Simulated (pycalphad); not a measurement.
# Freezing of Si-Al alloys with rising Al

Computed with pycalphad from the COST 507 light-alloy database (1999), at 1 atm. The data set is of 1999 and partly superseded. Phase fractions are per mole of atoms.

Scheil-Gulliver runs (no diffusion in the solid, steps of 4 K) beside full equilibrium.

```json
[
 {"alloy": "Si-16Al (at.%)", "liquidus (°C)": "1332", "Scheil, half solid (°C)": "1225", "Scheil, 80 % solid (°C)": "698", "Scheil, invariant end (°C)": "577", "liquid left at that end": "0.18", "equilibrium solidus (°C)": "577"},
 {"alloy": "Si-32Al (at.%)", "liquidus (°C)": "1225", "Scheil, half solid (°C)": "906", "Scheil, 80 % solid (°C)": "at the invariant end", "Scheil, invariant end (°C)": "577", "liquid left at that end": "0.36", "equilibrium solidus (°C)": "577"},
 {"alloy": "Si-64Al (at.%)", "liquidus (°C)": "906", "Scheil, half solid (°C)": "at the invariant end", "Scheil, 80 % solid (°C)": "at the invariant end", "Scheil, invariant end (°C)": "577", "liquid left at that end": "0.73", "equilibrium solidus (°C)": "577"}
]
```
